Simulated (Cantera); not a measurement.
A perfectly stirred reactor is fed with 33.2 % H2, 12.8 % O2, 48.1 % N2, 5.97 % H2O, equivalence ratio 1.3, at 1.01 bar; it is adiabatic with a 425 K inlet, and is followed from long to short residence time, starting on the burning branch (τ in s: 0.14, 0.049, 0.017, 0.0061, 0.0021, 0.00075, 0.00026, 9.2e-05, 3.2e-05).

Model: GRI-Mech 3.0 (53 species, 325 reactions), integrated in Cantera.

x: mole fraction; the columns are a selection and need not sum to one.

```json
[
 {"τ (s)": "0.14", "T (K)": "2276", "x H2": "0.0871", "x O2": "0.000113", "x H2O": "0.358", "x OH": "0.00213", "x NO": "0.000187", "x HO2": "6.15e-8", "x H": "0.00333"},
 {"τ (s)": "0.049", "T (K)": "2266", "x H2": "0.0870", "x O2": "0.000198", "x H2O": "0.356", "x OH": "0.00271", "x NO": "0.000160", "x HO2": "1.16e-7", "x H": "0.00432"},
 {"τ (s)": "0.017", "T (K)": "2245", "x H2": "0.0869", "x O2": "0.000403", "x H2O": "0.354", "x OH": "0.00379", "x NO": "0.000126", "x HO2": "2.62e-7", "x H": "0.00625"},
 {"τ (s)": "0.0061", "T (K)": "2208", "x H2": "0.0869", "x O2": "(withheld)", "x H2O": "0.350", "x OH": "(withheld)", "x NO": "(withheld)", "x HO2": "(withheld)", "x H": "(withheld)"},
 {"τ (s)": "0.0021", "T (K)": "2146", "x H2": "0.0872", "x O2": "0.00181", "x H2O": "0.344", "x OH": "0.00752", "x NO": "6.49e-5", "x HO2": "1.30e-6", "x H": "0.0148"},
 {"τ (s)": "0.00075", "T (K)": "2053", "x H2": "0.0879", "x O2": "0.00356", "x H2O": "0.335", "x OH": "0.00962", "x NO": "4.67e-5", "x HO2": "2.59e-6", "x H": "0.0229"},
 {"τ (s)": "0.00026", "T (K)": "1916", "x H2": "0.0889", "x O2": "0.00648", "x H2O": "0.322", "x OH": "0.0110", "x NO": "3.48e-5", "x HO2": "5.06e-6", "x H": "0.0350"},
 {"τ (s)": "9.2e-5", "T (K)": "(withheld)", "x H2": "0.0901", "x O2": "(withheld)", "x H2O": "0.307", "x OH": "0.0106", "x NO": "(withheld)", "x HO2": "(withheld)", "x H": "(withheld)"},
 {"τ (s)": "3.2e-5", "T (K)": "1540", "x H2": "0.0974", "x O2": "0.0189", "x H2O": "0.286", "x OH": "0.00810", "x NO": "1.16e-5", "x HO2": "2.05e-5", "x H": "0.0657"}
]
```

**Question.** What belongs in the gaps?

**Answer.** 
- 0.0061, x O2: 0.000847
- 0.0061, x OH: 0.00538
- 0.0061, x NO: 9.33e-5
- 0.0061, x HO2: 5.92e-7
- 0.0061, x H: 0.00945
- 9.2e-5, T (K): 1745
- 9.2e-5, x O2: 0.0108
- 9.2e-5, x NO: 2.37e-5
- 9.2e-5, x HO2: 9.64e-6
- 9.2e-5, x H: 0.0506
